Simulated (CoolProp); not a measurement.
Model: reference Helmholtz-energy equation of state, Lemmon 2006, in CoolProp. It is a short technical equation, of lower accuracy than the large ones.

### Question
For toluene, give the phase and the cp (kJ/(kg K)), Prandtl number at 109.95 °C and 0.00652 MPa.

### Answer
- 109.95 °C and 0.00652 MPa: gas; cp 1.46, Prandtl number 0.723

Viscosity comes from a separate model (Avgeri 2015). Thermal conductivity comes from a separate model (Assael 2012).
